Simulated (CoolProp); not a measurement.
Saturation properties of toluene (Tc = 318.6 °C, pc = 4.126 MPa, ω = 0.266).

Computed with CoolProp (reference Helmholtz-energy equation of state, Lemmon 2006). It is a short technical equation, of lower accuracy than the large ones.

```json
[
 {"T (°C)": "141.55", "p (MPa)": "0.2263", "vapour Z": "0.9290", "surface tension (mN/m)": "14.5"},
 {"T (°C)": "151.95", "p (MPa)": "0.2878", "vapour Z": "0.9161", "surface tension (mN/m)": "13.4"},
 {"T (°C)": "162.35", "p (MPa)": "0.3611", "vapour Z": "0.9018", "surface tension (mN/m)": "12.4"},
 {"T (°C)": "172.65", "p (MPa)": "0.4471", "vapour Z": "0.8862", "surface tension (mN/m)": "11.3"},
 {"T (°C)": "183.05", "p (MPa)": "0.5486", "vapour Z": "0.8688", "surface tension (mN/m)": "10.3"},
 {"T (°C)": "193.45", "p (MPa)": "0.6666", "vapour Z": "0.8496", "surface tension (mN/m)": "9.28"},
 {"T (°C)": "203.75", "p (MPa)": "0.8013", "vapour Z": "0.8289", "surface tension (mN/m)": "8.31"},
 {"T (°C)": "214.15", "p (MPa)": "0.9570", "vapour Z": "0.8060", "surface tension (mN/m)": "7.35"},
 {"T (°C)": "224.45", "p (MPa)": "1.132", "vapour Z": "0.7812", "surface tension (mN/m)": "6.43"},
 {"T (°C)": "234.85", "p (MPa)": "1.333", "vapour Z": "0.7538", "surface tension (mN/m)": "5.53"},
 {"T (°C)": "245.25", "p (MPa)": "1.559", "vapour Z": "0.7237", "surface tension (mN/m)": "4.66"},
 {"T (°C)": "255.55", "p (MPa)": "1.811", "vapour Z": "0.6909", "surface tension (mN/m)": "3.83"},
 {"T (°C)": "265.95", "p (MPa)": "2.095", "vapour Z": "0.6541", "surface tension (mN/m)": "3.03"},
 {"T (°C)": "276.35", "p (MPa)": "2.412", "vapour Z": "0.6128", "surface tension (mN/m)": "2.28"}
]
```

It boils at 110.6 °C under 1 atm.

Surface tension comes from a separate correlation (Mulero 2012).
